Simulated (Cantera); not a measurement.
An isothermal, constant-pressure homogeneous reactor starts with CO : O₂ : H₂O : N₂ = 0.017 : 0.0014 : 0.029 : 1 (molar parts), equivalence ratio 6.1, at 1200 K and 308 Torr.

Computed with Cantera and GRI-Mech 3.0 (53 species, 325 reactions).

x: mole fraction; the columns are a selection and need not sum to one.

```tsv
t (s)	x CO	x O₂	x H₂O	x N₂O	x HO₂	x H₂	x H
2.00e-5	0.0162	0.00134	0.0277	<1e-12	<1e-12	<1e-12	<1e-12
4.69e-5	0.0162	0.00134	0.0277	<1e-12	<1e-12	<1e-12	<1e-12
0.000110	0.0162	0.00134	0.0277	<1e-12	<1e-12	<1e-12	4.25e-12
0.000257	0.0162	0.00134	0.0277	<1e-12	1.78e-12	4.93e-12	3.00e-11
0.000602	0.0162	0.00134	0.0277	<1e-12	7.02e-12	7.04e-11	1.69e-10
0.00141	0.0162	0.00134	0.0277	<1e-12	4.89e-11	8.75e-10	8.91e-10
0.00331	0.0162	0.00134	0.0277	<1e-12	6.10e-10	[?]	[?]
0.00775	0.0162	0.00134	0.0277	1.95e-11	4.75e-8	1.41e-6	6.67e-7
0.0181	[?]	[?]	[?]	[?]	[?]	[?]	[?]
0.0425	0.00672	1.91e-6	0.0209	3.27e-10	4.47e-10	0.00659	0.000537
0.0996	0.00604	1.80e-7	0.0202	9.21e-11	4.64e-11	0.00744	0.000203
0.233	0.00583	2.67e-8	0.0200	3.50e-11	7.60e-12	0.00770	8.26e-5
0.547	0.00576	4.49e-9	0.0199	1.56e-11	1.37e-12	0.00780	3.46e-5
1.28	0.00574	7.90e-10	0.0199	1.02e-11	<1e-12	0.00783	1.46e-5
3.00	0.00573	1.41e-10	0.0199	1.09e-11	<1e-12	0.00785	6.17e-6
```

### Question
Fill in the missing entries.

### Answer

- 0.00331, x H₂: 1.45e-8
- 0.00331, x H: 8.17e-9
- 0.0181, x CO: 0.0117
- 0.0181, x O₂: 0.000389
- 0.0181, x H₂O: 0.0249
- 0.0181, x N₂O: 9.56e-9
- 0.0181, x HO₂: 8.56e-8
- 0.0181, x H₂: 0.00222
- 0.0181, x H: 0.00110
